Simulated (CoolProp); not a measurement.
Vapour pressure (MPa) of ethanol: the reference equation beside estimates from Tc = 514.7 K, pc = 6.268 MPa, ω = 0.644. Clausius-Clapeyron is anchored at 410.2 K with a constant enthalpy of vaporisation of 33.42 kJ/mol.

Computed with CoolProp (reference Helmholtz-energy equation of state, Schroeder 2014).

```json
[
 {"T (K)": "410.2", "reference": "0.6983", "Lee-Kesler": "0.6943", "Clausius-Clapeyron": "0.6983", "Redlich-Kwong": "1.500", "Soave-Redlich-Kwong": "0.7030", "Peng-Robinson": "0.7030"},
 {"T (K)": "417", "reference": "0.8382", "Lee-Kesler": "0.8309", "Clausius-Clapeyron": "0.8193", "Redlich-Kwong": "1.685", "Soave-Redlich-Kwong": "0.8429", "Peng-Robinson": "0.8410"},
 {"T (K)": "423.8", "reference": "0.9989", "Lee-Kesler": "0.9874", "Clausius-Clapeyron": "0.9564", "Redlich-Kwong": "1.885", "Soave-Redlich-Kwong": "1.003", "Peng-Robinson": "0.9994"},
 {"T (K)": "430.5", "reference": "1.180", "Lee-Kesler": "1.163", "Clausius-Clapeyron": "1.108", "Redlich-Kwong": "2.098", "Soave-Redlich-Kwong": "1.184", "Peng-Robinson": "1.177"},
 {"T (K)": "437.3", "reference": "1.388", "Lee-Kesler": "1.365", "Clausius-Clapeyron": "1.282", "Redlich-Kwong": "2.330", "Soave-Redlich-Kwong": "1.392", "Peng-Robinson": "1.382"},
 {"T (K)": "444.1", "reference": "1.623", "Lee-Kesler": "1.593", "Clausius-Clapeyron": "1.475", "Redlich-Kwong": "2.578", "Soave-Redlich-Kwong": "1.627", "Peng-Robinson": "1.614"},
 {"T (K)": "450.9", "reference": "1.887", "Lee-Kesler": "1.850", "Clausius-Clapeyron": "1.691", "Redlich-Kwong": "2.844", "Soave-Redlich-Kwong": "1.891", "Peng-Robinson": "1.875"},
 {"T (K)": "457.7", "reference": "2.182", "Lee-Kesler": "2.138", "Clausius-Clapeyron": "1.930", "Redlich-Kwong": "3.127", "Soave-Redlich-Kwong": "2.187", "Peng-Robinson": "2.168"},
 {"T (K)": "464.4", "reference": "2.505", "Lee-Kesler": "2.455", "Clausius-Clapeyron": "2.191", "Redlich-Kwong": "3.424", "Soave-Redlich-Kwong": "2.511", "Peng-Robinson": "2.490"},
 {"T (K)": "471.2", "reference": "2.869", "Lee-Kesler": "2.814", "Clausius-Clapeyron": "2.483", "Redlich-Kwong": "3.744", "Soave-Redlich-Kwong": "2.878", "Peng-Robinson": "2.853"},
 {"T (K)": "478", "reference": "3.272", "Lee-Kesler": "3.214", "Clausius-Clapeyron": "2.803", "Redlich-Kwong": "4.084", "Soave-Redlich-Kwong": "3.283", "Peng-Robinson": "3.257"}
]
```

Absolute difference from the reference over all 11 rows, mean and median: Lee-Kesler 1.6 and 1.8 %, Clausius-Clapeyron 8.3 and 9.1 %, Redlich-Kwong 63.2 and 58.8 %, Soave-Redlich-Kwong 0.3 and 0.3 %, Peng-Robinson 0.5 and 0.6 %.
